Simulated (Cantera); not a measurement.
An adiabatic, constant-pressure homogeneous reactor starts with C₃H₈ : O₂ : N₂ : CO₂ = 1 : 4.55 : 17.1 : 1.1 (molar parts), equivalence ratio 1.1, at 1350 K and 12800 Torr. Integrator tolerance rtol = 1e-08.

Cantera simulation using GRI-Mech 3.0 (53 species, 325 reactions); the numbers are that mechanism's predictions, not measurements. GRI-Mech 3.0 was tuned for natural gas; its chemistry of propane as a main component is partial and can be far from experiment. The pressure lies above the range GRI-Mech 3.0 was tuned for (to about 10 atm).

Q: What does this change do: CO2 1.1 to 1.5 parts?

A: 
| quantity | before | after |
|---|---|---|
| time of steepest temperature rise | 0.107 ms | 0.109 ms |
| temperature at 0.300 s | 2823 K | 2796 K |
| equilibrium temperature | 2823 K | 2796 K |
| x(C₃H₈) at 0.300 s | <1e-12 (gas-phase equilibrium <1e-12) | <1e-12 (gas-phase equilibrium <1e-12) |
| x(O₂) at 0.300 s | 0.00735 (gas-phase equilibrium 0.00735) | 0.00738 (gas-phase equilibrium 0.00738) |
| x(CO₂) at 0.300 s | 0.108 (gas-phase equilibrium 0.108) | 0.121 (gas-phase equilibrium 0.121) |
| x(HCN) at 0.300 s | 9.73e-9 (gas-phase equilibrium 9.73e-9) | 8.23e-9 (gas-phase equilibrium 8.23e-9) |
| x(C₂H₄) at 0.300 s | <1e-12 (gas-phase equilibrium <1e-12) | <1e-12 (gas-phase equilibrium <1e-12) |
| x(C₂H) at 0.300 s | <1e-12 (gas-phase equilibrium <1e-12) | <1e-12 (gas-phase equilibrium <1e-12) |
| x(NO₂) at 0.300 s | 3.33e-6 (gas-phase equilibrium 3.33e-6) | 3.27e-6 (gas-phase equilibrium 3.27e-6) |

Q: What does this change do: pressure from 12800 Torr to 760 Torr?

A: 
```json
[
 {"quantity": "time of steepest temperature rise", "before": "0.107 ms", "after": "0.487 ms"},
 {"quantity": "temperature at 0.300 s", "before": "2823 K", "after": "2654 K"},
 {"quantity": "equilibrium temperature", "before": "2823 K", "after": "2654 K"},
 {"quantity": "x(C₃H₈) at 0.300 s", "before": "<1e-12 (gas-phase equilibrium <1e-12)", "after": "<1e-12 (gas-phase equilibrium <1e-12)"},
 {"quantity": "x(O₂) at 0.300 s", "before": "0.00735 (gas-phase equilibrium 0.00735)", "after": "0.0139 (gas-phase equilibrium 0.0139)"},
 {"quantity": "x(CO₂) at 0.300 s", "before": "0.108 (gas-phase equilibrium 0.108)", "after": "0.0943 (gas-phase equilibrium 0.0943)"},
 {"quantity": "x(HCN) at 0.300 s", "before": "9.73e-9 (gas-phase equilibrium 9.73e-9)", "after": "1.27e-9 (gas-phase equilibrium 1.27e-9)"},
 {"quantity": "x(C₂H₄) at 0.300 s", "before": "<1e-12 (gas-phase equilibrium <1e-12)", "after": "<1e-12 (gas-phase equilibrium <1e-12)"},
 {"quantity": "x(C₂H) at 0.300 s", "before": "<1e-12 (gas-phase equilibrium <1e-12)", "after": "<1e-12 (gas-phase equilibrium <1e-12)"},
 {"quantity": "x(NO₂) at 0.300 s", "before": "3.33e-6 (gas-phase equilibrium 3.33e-6)", "after": "1.38e-6 (gas-phase equilibrium 1.38e-6)"}
]
```
